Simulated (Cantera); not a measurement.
Thermodynamics of abatement and gas-phase synthesis, feed SO2 + O2 + N2 + H2O

A closed system holds: 1 mol SO2, 2 mol O2, 0.49 mol N2, 0.56 mol H2O, held at 2850 Torr.

These are equilibrium values from Cantera (NASA tables, ideal gas, pure condensed phases), not measurements of a reactor. Candidate condensed phases: H2O, H2SO4, S; 35 gas species. Rates play no part.

From 1998 K to 2448 K nothing is condensed.

| T (K) | log p O2 | log p SO2 | log p H2O | log p N2 | log p OH | log p NO |
|---|---|---|---|---|---|---|
| 1998 | 0.27 | -0.03 | -0.28 | -0.35 | -2.10 | -1.77 |
| 2048 | 0.27 | -0.03 | -0.28 | -0.35 | -1.99 | -1.71 |
| 2098 | 0.27 | -0.03 | -0.29 | -0.35 | -1.90 | -1.65 |
| 2148 | 0.27 | -0.03 | -0.29 | -0.35 | -1.80 | -1.60 |
| 2198 | 0.27 | -0.03 | -0.29 | -0.35 | -1.71 | -1.55 |
| 2248 | 0.27 | -0.03 | -0.29 | -0.35 | -1.63 | -1.51 |
| 2298 | 0.27 | -0.03 | -0.29 | -0.36 | -1.55 | -1.46 |
| 2348 | 0.26 | -0.03 | -0.30 | -0.36 | -1.47 | -1.42 |
| 2398 | 0.26 | -0.03 | -0.30 | -0.36 | -1.40 | -1.38 |
| 2448 | 0.26 | -0.03 | -0.30 | -0.36 | -1.33 | -1.34 |
log p: log10 of the partial pressure in bar; nothing condenses.
